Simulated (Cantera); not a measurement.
## MgO + H2S + O2 + SO3 (roasting and sulfation)

Charge: 1 mol MgO, 1.8 mol H2S, 3.5 mol O2, 0.98 mol SO3, held at 10000 Pa.

Equilibrium computed with Cantera from the NASA thermochemical tables; the gas is ideal and each condensed phase is pure. Candidate condensed phases: H2O, H2SO4, Mg, MgO, Mg(OH)2, MgS, MgSO4, S; 26 gas species. The numbers say what is thermodynamically allowed, not how fast it happens.

From 502 °C to 902 °C the condensed part is MgSO4(s). From 1002 °C to 1602 °C the condensed part is MgO(s).

| T (°C) | log p H2O | log p SO2 | log p SO3 | log p O2 | log p OH | log p H2SO4 | n MgSO4(s) | n MgO(s) |
|---|---|---|---|---|---|---|---|---|
| 502 | -1.31 | -1.93 | -1.44 | -2.50 | -10.01 | -3.73 | 1.00 | 0 |
| 602 | -1.34 | -1.63 | -1.66 | -2.04 | -8.66 | -4.69 | 1.00 | 0 |
| 702 | -1.36 | -1.48 | -2.02 | -1.85 | -7.63 | -5.63 | 1.00 | 0 |
| 802 | -1.38 | -1.42 | -2.41 | -1.78 | -6.81 | -6.48 | 1.00 | 0 |
| 902 | -1.38 | -1.40 | -2.78 | -1.76 | -6.14 | -7.22 | 1.00 | 0 |
| 1002 | -1.51 | -1.33 | -3.00 | -1.67 | -5.61 | -7.87 | 0 | 1.00 |
| 1102 | -1.51 | -1.33 | -3.28 | -1.66 | -5.12 | -8.40 | 0 | 1.00 |
| 1202 | -1.51 | -1.33 | -3.53 | -1.66 | -4.70 | -8.86 | 0 | 1.00 |
| 1302 | -1.51 | -1.33 | -3.74 | -1.66 | -4.34 | -9.26 | 0 | 1.000 |
| 1402 | -1.51 | -1.33 | -3.93 | -1.66 | -4.02 | -9.61 | 0 | 1.000 |
| 1502 | -1.51 | -1.33 | -4.10 | -1.66 | -3.73 | -9.91 | 0 | 1.000 |
| 1602 | -1.52 | -1.33 | -4.24 | -1.66 | -3.48 | -10.18 | 0 | 1.000 |
log p: log10 of the partial pressure in bar; n: condensed amount in mol.
